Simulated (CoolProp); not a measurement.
Vapour-liquid equilibrium of R13 (1) + propylene (2) at 0.0154 MPa; x and y are mole fractions of (1).

Values from CoolProp's multi-fluid Helmholtz-energy mixture model, Platzer 1990 and Lemmon 2013; pair parameters Bell 2016. This equation is an older, rougher fit; its heat capacities, sound speeds and derivatives of the liquid may be far off and weren't checked against measurements.

| x | bubble temperature (K) | y at the bubble point | dew temperature at overall composition x (K) | liquid density (mol/L) |
|---|---|---|---|---|
| 0.05 | 182.8 | 0.470 | 190.5 | 15.65 |
| 0.125 | 175.9 | 0.709 | 189.4 | 15.77 |
| 0.2 | 172.1 | 0.800 | 188.1 | 15.81 |
| 0.275 | 169.8 | 0.845 | 186.8 | 15.81 |
| 0.35 | 168.3 | 0.872 | 185.4 | 15.79 |
| 0.425 | 167.2 | 0.890 | 183.8 | 15.76 |
| 0.5 | 166.4 | 0.904 | 182.1 | 15.73 |
| 0.575 | 165.8 | 0.915 | 180.1 | 15.70 |
| 0.65 | 165.2 | 0.926 | 177.9 | 15.66 |
| 0.725 | 164.7 | 0.937 | 175.3 | 15.63 |
| 0.8 | 164.1 | 0.949 | 172.1 | 15.61 |
| 0.875 | 163.6 | 0.965 | 168.1 | 15.59 |
| 0.95 | 163.0 | 0.984 | 164.1 | 15.58 |

No azeotrope shows between x = 0.05 and 0.95.

The pair parameters rest on a limited set of measurements; away from them the model extrapolates.
